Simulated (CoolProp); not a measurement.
Values from CoolProp's reference Helmholtz-energy equation of state, Thol 2017.

**Question.** For octamethyltrisiloxane (MDM), give the phase and the density (kg/m³), Joule-Thomson coefficient (K/MPa), isothermal compressibility (1/MPa), expansivity (1/kK) at 575 K and 0.479 MPa; 575 K and 0.719 MPa.

**Answer.** 
- 575 K and 0.479 MPa: gas; density 26.7, Joule-Thomson coefficient 10.1, isothermal compressibility 2.39, expansivity 2.75
- 575 K and 0.719 MPa: gas; density 43.5, Joule-Thomson coefficient 11.7, isothermal compressibility 1.76, expansivity 3.67
